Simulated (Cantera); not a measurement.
Cantera run:

```python
import numpy as np
import cantera as ct

gas_names = """
    CL CL2 H HCL H2 N NH NH2 NH3 N2 N2H2 N2H4 Si SiCL SiCL2 SiCL3 SiCL4 SiH SiHCL3 SiH2 SiH2CL2 SiH3
    SiH3CL SiH4 SiN Si2 Si2N Si3
""".split()
cond_names = """
    NH4CL(a) NH4CL(b) Si(cr) Si(L) Si3N4(a)
""".split()


# ... load() reads the species with a 1 bar reference pressure and builds the phases ...
atoms = {
    'SiH2Cl2': {'Si': 1, 'H': 2, 'CL': 2},
    'Cl2': {'CL': 2},
    'N2': {'N': 2},
}
top_T = {'Si3N4(a)': 2400}  # K; cautious upper limits of use, not melting points


# ... equilibrate(T, P, feed) seeds the gas with the atoms and calls Mixture.equilibrate('TP', solver="vcs", rtol=1e-11, max_steps=5000) ...
results = []
feed = {'SiH2Cl2': 1, 'Cl2': 0.6, 'N2': 56}  # mol
P = 1333.22  # Pa
for T in [1400, 1450, 1500, 1550, 1600, 1650, 1700]:
    mix = equilibrate(T, P, feed)
    results.append((T, P, feed, dict(zip(mix.species_names, mix.species_moles))))
    x = sorted(zip(gas.X, gas.species_names), reverse=True)
    print(f"T = {T:g} K  P = {P:g} Pa  gas = {mix.phase_moles(0):.4g} mol")
    print("   x: " + "  ".join(f"{s} {v:.3e}" for v, s in x if v > 0.0001))
    print("   condensed (mol): " + ("  ".join(f"{mix.phase(i).name} {mix.phase_moles(i):.4g}"
          for i in range(1, mix.n_phases) if mix.phase_moles(i) > 1e-12) or "none"))
```

It prints:

```
T = 1400 K  P = 1333.22 Pa  gas = 58.12 mol
   x: N2 9.586e-01  HCL 2.906e-02  SiCL2 5.472e-03  H2 2.669e-03  SiCL4 2.423e-03  SiCL3 1.767e-03
   condensed (mol): Si3N4(a) 0.1459
T = 1450 K  P = 1333.22 Pa  gas = 58.27 mol
   x: N2 9.574e-01  HCL 2.769e-02  SiCL2 8.691e-03  H2 3.309e-03  SiCL3 1.679e-03  SiCL4 1.185e-03
   condensed (mol): Si3N4(a) 0.1087
T = 1500 K  P = 1333.22 Pa  gas = 58.39 mol
   x: N2 9.566e-01  HCL 2.559e-02  SiCL2 1.168e-02  H2 4.321e-03  SiCL3 1.307e-03  SiCL4 4.649e-04
   condensed (mol): Si3N4(a) 0.07136
T = 1550 K  P = 1333.22 Pa  gas = 58.49 mol
   x: N2 9.561e-01  HCL 2.294e-02  SiCL2 1.414e-02  H2 5.613e-03  SiCL3 9.128e-04  SiCL4 1.641e-04
   condensed (mol): Si3N4(a) 0.03643
T = 1600 K  P = 1333.22 Pa  gas = 58.58 mol
   x: N2 9.559e-01  HCL 2.006e-02  SiCL2 1.620e-02  H2 7.020e-03  SiCL3 6.113e-04
   condensed (mol): Si3N4(a) 0.003768
T = 1650 K  P = 1333.22 Pa  gas = 58.59 mol
   x: N2 9.558e-01  HCL 1.982e-02  SiCL2 1.656e-02  H2 7.121e-03  SiCL3 4.668e-04  CL 1.449e-04
   condensed (mol): none
T = 1700 K  P = 1333.22 Pa  gas = 58.6 mol
   x: N2 9.556e-01  HCL 1.987e-02  SiCL2 1.666e-02  H2 7.074e-03  SiCL3 3.659e-04  CL 2.344e-04  H 1.073e-04
   condensed (mol): none
```

Method: chemical equilibrium by Gibbs-energy minimisation in Cantera with the NASA 1993 tables (ideal gas, pure condensed phases). N2 is the only nitrogen source here; it is nearly inert below about 1500 K, so the nitride shown seldom forms there in practice. The tables' values for SiCl3, SiCl are old estimates; treat these amounts as uncertain.
